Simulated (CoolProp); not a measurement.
Vapour-liquid equilibrium of ethanol (1) + toluene (2) at 4.25 bar; x and y are mole fractions of (1).

Model: multi-fluid Helmholtz-energy mixture model, Schroeder 2014 and Lemmon 2006; pair parameters Bell 2016, in CoolProp.

```csv
x,bubble temperature (°C),y at the bubble point,dew temperature at overall composition x (°C),liquid density (mol/L)
0.05,152.6,0.319,167.6,8.100
0.2,132.0,(withheld),159.6,8.858
0.35,126.0,0.696,150.7,9.576
0.5,123.4,0.738,140.7,(withheld)
0.65,121.7,(withheld),129.4,11.45
0.8,(withheld),0.844,121.1,12.75
0.95,119.8,0.950,119.8,14.37
```

Problem. Fill in the missing entries.

Solution. 
- 0.2, y at the bubble point: 0.615
- 0.5, liquid density (mol/L): 10.41
- 0.65, y at the bubble point: 0.781
- 0.8, bubble temperature (°C): 120.4

No azeotrope shows between x = 0.05 and 0.95.

The pair parameters rest on a limited set of measurements; away from them the model extrapolates.
